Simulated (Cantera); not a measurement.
Charge: 1 mol Ti, 0.18 mol O₂, 120 mol H₂, 0.086 mol C₃H₈, at 1000 Pa.

Method: chemical equilibrium by Gibbs-energy minimisation in Cantera with the NASA 1993 tables (ideal gas, pure condensed phases). Candidate condensed phases: C, C₆H₆, C₇H₈, C₈H₁₈, H₂O, Ti, TiC, TiO, TiO₂, Ti₂O₃, Ti₃O₅, Ti₄O₇; 113 gas species. Mutual solubility and eutectic melting of coexisting phases are not modelled. TiC, TiO: taken at fixed stoichiometry. Condensed phases not in the tables: solid solutions among these carbides, nitrides and lower oxides, N, O or C dissolved in the metal. Equilibrium is a limit: real reactors are often held back by kinetics, nucleation or transport.

At 1823 K, list the 3 most abundant gas species with their mole fractions, and the condensed phases.

H₂ 0.996, H 0.00432, Ti 7.19e-5. Condensed: Ti(β) + TiC(s) + TiO(s).
